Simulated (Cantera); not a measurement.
An isothermal, constant-pressure homogeneous reactor starts with NO : N₂ = 1 : 3.7 (molar parts), at 2048 K and 20.0 Torr. Integrator tolerance rtol = 1e-08.

Computed with Cantera and GRI-Mech 3.0 (53 species, 325 reactions). Radical loss at walls, strong at low pressure, is not modelled.

Question: What does this change do: temperature 2048 to 1600 K?

Answer: 
```tsv
quantity	before	after
x(NO) at 100 s	0.00648 (gas-phase equilibrium 0.00648)	0.205 (gas-phase equilibrium 0.00147)
x(N₂) at 100 s	0.890 (gas-phase equilibrium 0.890)	0.791 (gas-phase equilibrium 0.893)
x(O) at 100 s	0.00189 (gas-phase equilibrium 0.00189)	7.26e-6 (gas-phase equilibrium 2.90e-5)
x(NO₂) at 100 s	1.17e-6 (gas-phase equilibrium 1.17e-6)	1.97e-5 (gas-phase equilibrium 6.83e-7)
x(N₂O) at 100 s	6.30e-8 (gas-phase equilibrium 6.30e-8)	1.41e-5 (gas-phase equilibrium 1.52e-8)
```
